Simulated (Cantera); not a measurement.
Adiabatic ignition

An adiabatic, constant-volume homogeneous reactor starts with CH4 : C2H6 : O2 : N2 : H2O = 1 : 0.026 : 3.46 : 13 : 0.88 (molar parts), at 1650 K and 101000 Pa.

Model: GRI-Mech 3.0 (53 species, 325 reactions), integrated in Cantera.

```csv
t (s),T (K),P (bar),x CH4,x C2H6,x O2,x CH2,x CH2CO,x CH3,x HCO
1.00e-6,1650,1.01,0.0544,0.00141,0.188,2.49e-11,<1e-12,1.85e-5,3.35e-12
4.44e-6,1650,1.01,0.0544,0.00138,0.188,6.03e-10,3.24e-11,8.34e-5,1.18e-10
1.97e-5,1648,1.01,0.0543,0.00125,0.188,1.50e-8,1.75e-8,0.000377,7.77e-9
8.77e-5,1666,1.03,0.0497,0.00108,0.185,6.33e-7,2.21e-5,0.00157,1.48e-6
0.000390,2714,1.70,<1e-12,<1e-12,0.0730,<1e-12,<1e-12,<1e-12,8.45e-9
0.00173,2703,1.70,<1e-12,<1e-12,0.0693,<1e-12,<1e-12,<1e-12,8.02e-9
0.00770,2695,1.69,<1e-12,<1e-12,0.0664,<1e-12,<1e-12,<1e-12,7.69e-9
0.0342,2695,1.69,<1e-12,<1e-12,0.0663,<1e-12,<1e-12,<1e-12,7.68e-9
0.152,2695,1.69,<1e-12,<1e-12,0.0663,<1e-12,<1e-12,<1e-12,7.68e-9
0.675,2695,1.69,<1e-12,<1e-12,0.0663,<1e-12,<1e-12,<1e-12,7.68e-9
3.00,2695,1.69,<1e-12,<1e-12,0.0663,<1e-12,<1e-12,<1e-12,7.68e-9
```
x: mole fraction; the columns are a selection and need not sum to one.

```json
{
  "time_of_steepest_temperature_rise": "0.138 ms",
  "temperature at 3.00 s": "2695 K",
  "equilibrium_temperature": "2695 K",
  "x(CH4) at 3.00 s": "<1e-12 (gas-phase equilibrium <1e-12)",
  "x(C2H6) at 3.00 s": "<1e-12 (gas-phase equilibrium <1e-12)",
  "x(O2) at 3.00 s": "0.0663 (gas-phase equilibrium 0.0663)"
}
```
